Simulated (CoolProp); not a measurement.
Neopentane along the isobar 15900 kPa: fugacity coefficient from the reference equation and from simpler models built on Tc = 160.6 °C, pc = 3196 kPa, ω = 0.196; each cubic takes its own stable root.

Model: reference Helmholtz-energy equation of state, Lemmon 2006, in CoolProp. It is a short technical equation, of lower accuracy than the large ones.

```json
[
 {"T (°C)": "160.05", "phase": "liquid", "reference": "0.2404", "van der Waals": "0.3149", "Soave-Redlich-Kwong": "…", "Peng-Robinson": "0.2320"},
 {"T (°C)": "167.15", "phase": "supercritical", "reference": "0.2581", "van der Waals": "0.3275", "Soave-Redlich-Kwong": "0.2759", "Peng-Robinson": "0.2495"},
 {"T (°C)": "174.35", "phase": "supercritical", "reference": "0.2763", "van der Waals": "0.3403", "Soave-Redlich-Kwong": "0.2957", "Peng-Robinson": "0.2675"},
 {"T (°C)": "181.55", "phase": "supercritical", "reference": "0.2948", "van der Waals": "0.3530", "Soave-Redlich-Kwong": "0.3158", "Peng-Robinson": "0.2858"},
 {"T (°C)": "188.65", "phase": "supercritical", "reference": "0.3133", "van der Waals": "0.3656", "Soave-Redlich-Kwong": "…", "Peng-Robinson": "0.3041"},
 {"T (°C)": "195.85", "phase": "supercritical", "reference": "0.3321", "van der Waals": "0.3783", "Soave-Redlich-Kwong": "0.3563", "Peng-Robinson": "0.3229"},
 {"T (°C)": "203.05", "phase": "supercritical", "reference": "0.3511", "van der Waals": "0.3909", "Soave-Redlich-Kwong": "0.3769", "Peng-Robinson": "0.3418"},
 {"T (°C)": "210.15", "phase": "supercritical", "reference": "0.3698", "van der Waals": "…", "Soave-Redlich-Kwong": "0.3973", "Peng-Robinson": "0.3604"},
 {"T (°C)": "217.35", "phase": "supercritical", "reference": "…", "van der Waals": "0.4158", "Soave-Redlich-Kwong": "0.4179", "Peng-Robinson": "0.3794"},
 {"T (°C)": "224.55", "phase": "supercritical", "reference": "0.4077", "van der Waals": "0.4283", "Soave-Redlich-Kwong": "0.4384", "Peng-Robinson": "0.3983"},
 {"T (°C)": "231.65", "phase": "supercritical", "reference": "0.4262", "van der Waals": "…", "Soave-Redlich-Kwong": "0.4586", "Peng-Robinson": "0.4168"},
 {"T (°C)": "238.85", "phase": "supercritical", "reference": "0.4449", "van der Waals": "0.4527", "Soave-Redlich-Kwong": "0.4788", "Peng-Robinson": "0.4355"},
 {"T (°C)": "246.05", "phase": "supercritical", "reference": "0.4633", "van der Waals": "0.4649", "Soave-Redlich-Kwong": "0.4988", "Peng-Robinson": "0.4539"},
 {"T (°C)": "253.15", "phase": "supercritical", "reference": "0.4813", "van der Waals": "0.4767", "Soave-Redlich-Kwong": "0.5183", "Peng-Robinson": "…"}
]
```

**Question.** Fill in the missing entries.

**Answer.** 
- 160.05, Soave-Redlich-Kwong: 0.2567
- 188.65, Soave-Redlich-Kwong: 0.3358
- 210.15, van der Waals: 0.4033
- 217.35, reference: 0.3888
- 231.65, van der Waals: 0.4405
- 253.15, Peng-Robinson: 0.4720
